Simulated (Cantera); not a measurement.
Mixture: CH₄ : O₂ : N₂ : CO₂ = 1 : 4.88 : 17.1 : 0.6 (molar parts), at 3750 Torr, adiabatic and at constant pressure. Ignition delay is the time to a rise of 400 K.

Computed with Cantera and GRI-Mech 3.0 (53 species, 325 reactions).

What does this change do: 0.12 parts H2 added?


```csv
quantity,before,after
delay at 1273 K,2.59 ms,1.08 ms
delay at 1473 K,0.308 ms,0.184 ms
delay at 1673 K,59.6 µs,43.6 µs
delay at 1873 K,17.3 µs,14.2 µs
delay at 2073 K,7.05 µs,5.99 µs
apparent activation energy between 1873 and 2073 K,150 kJ/mol,140 kJ/mol
```
